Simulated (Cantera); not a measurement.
# C2H2 + H2O + N2 (carbon deposition, reforming and gasification)

Feed: 1 mol C2H2, 0.15 mol H2O, 0.48 mol N2, held at 2502 °C and 31.0 Pa.

Cantera equilibrium calculation (NASA polynomials, part measured and part estimated; ideal gas, pure solids and liquids). Candidate condensed phases: C, C6H6, C7H8, C8H18, H2O; 136 gas species. The numbers say what is thermodynamically allowed, not how fast it happens.

The x(H) is 0.662 and the x(N2) comes out as 0.138. The x(C3) is 0.0747. The x(CO) comes out as 0.0472 and the x(H2) is 0.0243. The x(CN) is 0.0170. The x(C) is 0.0161, the x(HCN) is 0.00761 and the x(C2) is 0.00726. The n(C(graphite)) is 0.926 mol and the gas amount is 3.178 mol.
